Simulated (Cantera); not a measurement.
## Premixed flame

A freely propagating, adiabatic, planar premixed flame of C₃H₈ : O₂ : N₂ = 1 : 4.17 : 19.6 (molar parts), equivalence ratio 1.2, unburnt at 400 K and 1000000 Pa; mixture-averaged transport, grid criteria slope 0.08 and curve 0.16, no radiation.

Detailed kinetics in Cantera: GRI-Mech 3.0 (53 species, 325 reactions). GRI-Mech 3.0 was tuned for natural gas; its chemistry of propane as a main component is partial and can be far from experiment. Burning velocities carry a grid error of a few per cent, more on coarse grids.

```json
[
 {"z (mm)": "-0.267", "T (K)": "401", "u (m/s)": "0.191", "x C₃H₈": "0.0403", "x O₂": "0.168", "x CH₄": "2.62e-6", "x H₂O": "0.000113", "x NO": "<1e-8", "x O": "<1e-8"},
 {"z (mm)": "-0.178", "T (K)": "407", "u (m/s)": "0.194", "x C₃H₈": "0.0402", "x O₂": "0.167", "x CH₄": "2.75e-5", "x H₂O": "0.00110", "x NO": "<1e-8", "x O": "<1e-8"},
 {"z (mm)": "-0.133", "T (K)": "430", "u (m/s)": "0.206", "x C₃H₈": "0.0400", "x O₂": "0.165", "x CH₄": "0.000112", "x H₂O": "0.00421", "x NO": "2.88e-8", "x O": "<1e-8"},
 {"z (mm)": "-0.0889", "T (K)": "557", "u (m/s)": "0.270", "x C₃H₈": "0.0386", "x O₂": "0.152", "x CH₄": "0.000549", "x H₂O": "0.0185", "x NO": "3.03e-7", "x O": "<1e-8"},
 {"z (mm)": "-0.0445", "T (K)": "1015", "u (m/s)": "0.506", "x C₃H₈": "0.0261", "x O₂": "0.106", "x CH₄": "0.00211", "x H₂O": "0.0604", "x NO": "4.49e-6", "x O": "8.54e-8"},
 {"z (mm)": "-0.0222", "T (K)": "1395", "u (m/s)": "0.711", "x C₃H₈": "0.00940", "x O₂": "0.0658", "x CH₄": "0.00328", "x H₂O": "0.0915", "x NO": "1.17e-5", "x O": "5.80e-6"},
 {"z (mm)": "0", "T (K)": "1763", "u (m/s)": "0.911", "x C₃H₈": "0.000140", "x O₂": "0.0259", "x CH₄": "0.00225", "x H₂O": "0.119", "x NO": "2.18e-5", "x O": "0.000101"},
 {"z (mm)": "0.0222", "T (K)": "1932", "u (m/s)": "0.996", "x C₃H₈": "1.53e-8", "x O₂": "0.00749", "x CH₄": "0.000429", "x H₂O": "0.130", "x NO": "3.71e-5", "x O": "0.000168"},
 {"z (mm)": "0.0445", "T (K)": "1985", "u (m/s)": "1.02", "x C₃H₈": "<1e-8", "x O₂": "0.00221", "x CH₄": "6.12e-5", "x H₂O": "0.132", "x NO": "4.86e-5", "x O": "0.000137"},
 {"z (mm)": "0.0889", "T (K)": "2017", "u (m/s)": "1.03", "x C₃H₈": "<1e-8", "x O₂": "0.000378", "x CH₄": "2.63e-6", "x H₂O": "0.132", "x NO": "5.70e-5", "x O": "6.14e-5"},
 {"z (mm)": "0.178", "T (K)": "2035", "u (m/s)": "1.04", "x C₃H₈": "<1e-8", "x O₂": "7.09e-5", "x CH₄": "9.03e-8", "x H₂O": "0.132", "x NO": "6.06e-5", "x O": "1.72e-5"},
 {"z (mm)": "0.356", "T (K)": "2044", "u (m/s)": "1.05", "x C₃H₈": "<1e-8", "x O₂": "1.41e-5", "x CH₄": "<1e-8", "x H₂O": "0.133", "x NO": "6.17e-5", "x O": "3.58e-6"},
 {"z (mm)": "0.712", "T (K)": "2047", "u (m/s)": "1.05", "x C₃H₈": "<1e-8", "x O₂": "2.95e-6", "x CH₄": "<1e-8", "x H₂O": "0.133", "x NO": "6.17e-5", "x O": "7.91e-7"}
]
```
x: mole fraction of selected species; z is measured from the peak of heat release.

| Item | Result |
|---|---|
| laminar burning velocity | 19.0 cm/s |
| thermal thickness | 0.0889 mm |
| peak x(CH₄) | 0.00339 |
| peak x(O) | 0.000168 |
| grid points | 152 |
